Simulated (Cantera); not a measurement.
**Moist CO burnout**

An isothermal, constant-pressure homogeneous reactor starts with CO : O2 : H2O : N2 = 0.013 : 0.027 : 0.024 : 1 (molar parts), at 1075 K and 5.72 atm.

Model: GRI-Mech 3.0 (53 species, 325 reactions), integrated in Cantera.

```tsv
t (s)	x CO	x O2	x H2O	x CO2	x H2O2	x H2	x H
0.000100	0.0122	0.0254	0.0226	1.88e-9	<1e-12	8.93e-12	1.96e-11
0.000305	0.0122	0.0254	0.0226	1.06e-8	1.06e-12	7.28e-11	4.70e-11
0.000932	0.0122	0.0254	0.0226	7.56e-8	2.07e-11	5.70e-10	1.34e-10
0.00285	0.0122	0.0254	0.0226	1.09e-6	1.24e-9	8.52e-9	9.78e-10
0.00869	0.0121	0.0253	0.0226	8.49e-5	1.08e-6	1.13e-6	3.45e-8
0.0265	0.0111	0.0248	0.0225	0.00108	2.41e-6	1.68e-5	5.56e-8
0.0809	0.00852	0.0236	0.0226	0.00372	1.97e-6	2.99e-5	4.44e-8
0.247	0.00417	0.0214	0.0226	0.00810	9.41e-7	1.74e-5	2.02e-8
0.754	0.00102	0.0199	0.0227	0.0113	1.53e-7	3.82e-6	3.13e-9
2.30	0.000167	0.0195	0.0227	0.0121	9.93e-9	6.07e-7	2.39e-10
7.03	1.80e-5	0.0194	0.0227	0.0123	3.89e-10	8.66e-8	1.86e-11
21.5	8.62e-8	0.0194	0.0227	0.0123	1.61e-11	5.42e-10	<1e-12
65.5	2.40e-11	0.0194	0.0227	0.0123	5.28e-11	4.76e-11	<1e-12
200	2.40e-11	0.0194	0.0227	0.0123	5.24e-11	4.77e-11	<1e-12
```
x: mole fraction; the columns are a selection and need not sum to one.

Equilibrium at this temperature and pressure: CO 2.41e-11, O2 0.0194, H2O 0.0227, CO2 0.0123, H2O2 5.24e-11, H2 4.78e-11, H <1e-12 (gas phase only).
